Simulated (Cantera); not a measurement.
A perfectly stirred reactor is fed with H2 : O2 : N2 = 1 : 0.455 : 1.71 (molar parts), at 9.87 atm; it is adiabatic with a 575 K inlet, and is followed from long to short residence time, starting on the burning branch (τ in s: 0.055, 0.02, 0.0073, 0.0027, 0.00097, 0.00035, 0.00013, 4.7e-05, 1.7e-05, 6.2e-06).

Detailed kinetics in Cantera: the H2/O2 subset of GRI-Mech 3.0, which has no nitrogen chemistry. The hydrogen kinetics of GRI-Mech 3.0 are dated; newer H2 mechanisms differ, most at raised pressure.

Task: What does this change do: inlet temperature 575 to 750 K?

Result: 
| quantity | before | after |
|---|---|---|
| blow-out, bracketed by the residence times tried | burning at 6.20 µs, the shortest tried | burning at 6.20 µs, the shortest tried |
| x(H2) at τ = 55.0 ms | 0.0365 | 0.0393 |
| x(O2) at τ = 55.0 ms | 0.000908 | 0.00178 |
| x(H2O2) at τ = 55.0 ms | 2.83e-7 | 4.71e-7 |
| x(H2O) at τ = 55.0 ms | 0.327 | 0.320 |
| x(O) at τ = 55.0 ms | 0.000249 | 0.000541 |
| x(H2) at τ = 0.350 ms | 0.0396 | 0.0416 |
| x(O2) at τ = 0.350 ms | 0.00222 | 0.00279 |
| x(H2O2) at τ = 0.350 ms | 5.36e-7 | 6.31e-7 |
| x(H2O) at τ = 0.350 ms | 0.320 | 0.316 |
| x(O) at τ = 0.350 ms | 0.000511 | 0.000774 |

Task: What does this change do: inlet temperature 575 to 450 K?

Result: 
```csv
quantity,before,after
"blow-out, bracketed by the residence times tried","burning at 6.20 µs, the shortest tried","burning at 6.20 µs, the shortest tried"
x(H2) at τ = 55.0 ms,0.0365,0.0352
x(O2) at τ = 55.0 ms,0.000908,0.000497
x(H2O2) at τ = 55.0 ms,2.83e-7,1.81e-7
x(H2O) at τ = 55.0 ms,0.327,0.330
x(O) at τ = 55.0 ms,0.000249,0.000128
x(H2) at τ = 0.350 ms,0.0396,0.0387
x(O2) at τ = 0.350 ms,0.00222,0.00199
x(H2O2) at τ = 0.350 ms,5.36e-7,5.08e-7
x(H2O) at τ = 0.350 ms,0.320,0.323
x(O) at τ = 0.350 ms,0.000511,0.000396
```
